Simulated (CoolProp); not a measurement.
Values from CoolProp's reference Helmholtz-energy equation of state, Zhou 2012.

For ethylbenzene, give the phase and the density (kg/m³), Joule-Thomson coefficient (K/MPa), isothermal compressibility (1/MPa) at 105.45 °C and 0.816 MPa; 134.45 °C and 0.816 MPa.


- 105.45 °C and 0.816 MPa: liquid; density 791, Joule-Thomson coefficient -0.345, isothermal compressibility 0.00160
- 134.45 °C and 0.816 MPa: liquid; density 763, Joule-Thomson coefficient -0.292, isothermal compressibility 0.00207
